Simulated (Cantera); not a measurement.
A closed system holds: 1 mol Ta, 2.6 mol N2O, 27 mol N2, equilibrated at 1.33 mbar.

These are equilibrium values from Cantera (NASA tables, ideal gas, pure condensed phases), not measurements of a reactor. Candidate condensed phases: Ta, Ta2O5; 12 gas species. Equilibrium is a limit: real reactors are often held back by kinetics, nucleation or transport.

### Question
At 2373 K, list the 4 most abundant gas species with their mole fractions, and the condensed phases.

### Answer
N2 0.976, TaO2 0.0146, O 0.00693, NO 0.00149. Condensed: Ta2O5(l).
